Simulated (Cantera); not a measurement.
A closed system holds: 1 mol Si₃N₄, 0.89 mol NF₃, 1.6 mol N₂, 1.2 mol HCl, at 977 °C and 0.00133 bar.

Method: chemical equilibrium by Gibbs-energy minimisation in Cantera with the NASA 1993 tables (ideal gas, pure condensed phases). Candidate condensed phases: NH₄Cl, Si, Si₃N₄; 49 gas species. The tables' values for SiCl₃, SiF₃, SiF₂ are old estimates; treat these amounts as uncertain. Kinetics and transport are ignored.

Base state: N₂ 0.588, HCl 0.189, SiF₄ 0.150, H₂ 0.0421, SiCl₄ 0.0155, SiCl₂ 0.00631, SiCl₃ 0.00370, SiF₃ 0.00360 (mole fractions); condensed: Si₃N₄(s).

What changes in the equilibrium state with this change: pressure from 0.00133 bar to 0.000770 bar?


| species | before | after |
|---|---|---|
| N₂ | 0.588 | 0.587 |
| HCl | 0.189 | 0.189 |
| SiF₄ | 0.150 | 0.149 |
| SiCl₂ | 0.00631 | 0.00927 |
| SiCl₄ | 0.0155 | 0.0134 |
| H₂ | 0.0421 | 0.0415 |
| SiF₂ | 8.35e-5 | 0.000132 |
| Cl | 1.04e-5 | 1.38e-5 |
| Si₃N₄(s), mol | 0.739 | 0.737 |
The tables' values for SiF₃, SiCl₃, SiF₂ are old estimates; treat these amounts as uncertain.

What changes in the equilibrium state with this change: temperature from 977 °C to 477 °C?


```tsv
species	before	after
N₂	0.588	0.598
HCl	0.189	0.156
SiF₄	0.150	0.155
H₂	0.0421	0.0609
SiCl₄	0.0155	0.0304
SiCl₂	0.00631	<1e-9
SiF₃	0.00360	2.38e-8
SiF₂	8.35e-5	<1e-9
Si₃N₄(s), mol	0.739	0.734
```

What changes in the equilibrium state with this change: temperature from 977 °C to 575 °C?


```json
[
 {"species": "N₂", "before": "0.588", "after": "0.595"},
 {"species": "HCl", "before": "0.189", "after": "0.169"},
 {"species": "SiF₄", "before": "0.150", "after": "0.155"},
 {"species": "H₂", "before": "0.0421", "after": "0.0543"},
 {"species": "SiCl₄", "before": "0.0155", "after": "0.0272"},
 {"species": "SiCl₂", "before": "0.00631", "after": "2.20e-8"},
 {"species": "SiF₂", "before": "8.35e-5", "after": "<1e-9"},
 {"species": "Cl", "before": "1.04e-5", "after": "<1e-9"},
 {"species": "SiF₃", "before": "0.00360", "after": "7.67e-7"},
 {"species": "Si₃N₄(s), mol", "before": "0.739", "after": "0.738"}
]
```
